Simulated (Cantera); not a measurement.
Charge: 1 mol Fe2O3, 1.4 mol SO2, 0.045 mol CO2, equilibrated at 750 Torr.

Equilibrium computed with Cantera from the NASA thermochemical tables; the gas is ideal and each condensed phase is pure. Candidate condensed phases: C, Fe, Fe(CO)5, FeO, FeS, FeSO4, FeS2, Fe2O3, Fe2(SO4)3, Fe3O4, S; 25 gas species. Mutual solubility and eutectic melting of coexisting phases are not modelled. Rates play no part.

log p: log10 of the partial pressure in bar; n: condensed amount in mol.

```tsv
T (K)	log p SO2	log p O2	log p CO2	log p SO3	log p SO	log p O	log p CO	n Fe2O3(s)	n Fe3O4(s)
1473	-0.02	-2.57	-1.51	-2.67	-5.38	-6.84	-5.71	0.967	0.0217
1498	-0.02	-2.30	-1.51	-2.59	-5.34	-6.55	-5.68	0.945	0.0368
1523	-0.02	-2.03	-1.51	-2.51	-5.30	-6.27	-5.66	0.905	0.0634
1548	-0.02	-1.77	-1.51	-2.44	-5.27	-6.00	-5.64	(withheld)	0.110
1573	-0.03	-1.52	-1.52	-2.37	-5.23	-5.74	-5.62	(withheld)	0.192
1598	-0.04	-1.28	-1.53	-2.31	-5.21	-5.49	-5.60	(withheld)	0.335
1623	-0.06	-1.05	-1.55	-2.26	-5.19	-5.24	-5.60	(withheld)	0.589
1648	-0.06	-1.00	-1.55	-2.29	-5.08	-5.09	-5.49	0	0.667
1673	-0.06	-0.99	-1.55	-2.33	-4.93	-4.97	-5.36	0	0.667
1698	-0.06	-0.99	-1.55	-2.37	-4.79	-4.86	-5.23	0	0.667
```

Question: Fill in the missing entries.

Answer: 
- 1548, n Fe2O3(s): 0.835
- 1573, n Fe2O3(s): 0.712
- 1598, n Fe2O3(s): 0.497
- 1623, n Fe2O3(s): 0.116
